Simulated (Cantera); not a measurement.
A perfectly stirred reactor is fed with CH4 : C2H6 : O2 : N2 = 1 : 1.2 : 6.89 : 31 (molar parts), at 0.900 bar; it is adiabatic with a 475 K inlet, and is followed from long to short residence time, starting on the burning branch (τ in s: 0.14, 0.064, 0.029, 0.014, 0.0062, 0.0028, 0.0013, 0.00059, 0.00027, 0.00012, 5.7e-05, 2.6e-05, 1.2e-05).

Computed with Cantera and GRI-Mech 3.0 (53 species, 325 reactions).

Problem. What does this change do: CH4 1 to 1.3 parts?

Solution. 
| quantity | before | after |
|---|---|---|
| blow-out, bracketed by the residence times tried | burning at 0.120 ms, out at 57.0 µs | burning at 0.120 ms, out at 57.0 µs |
| x(CH4) at τ = 0.140 s | 1.32e-6 | 1.51e-6 |
| x(C2H6) at τ = 0.140 s | 1.98e-7 | 1.41e-7 |
| x(O2) at τ = 0.140 s | 0.0181 | 0.00691 |
| x(CO) at τ = 0.140 s | 0.00339 | 0.00877 |
| x(CH3) at τ = 0.140 s | 1.07e-6 | 1.36e-6 |
| x(CH4) at τ = 1.30 ms | 3.68e-5 | 4.17e-5 |
| x(C2H6) at τ = 1.30 ms | 1.04e-5 | 8.88e-6 |
| x(O2) at τ = 1.30 ms | 0.0263 | 0.0170 |
| x(CO) at τ = 1.30 ms | 0.0166 | 0.0230 |
| x(CH3) at τ = 1.30 ms | 2.35e-5 | 2.89e-5 |
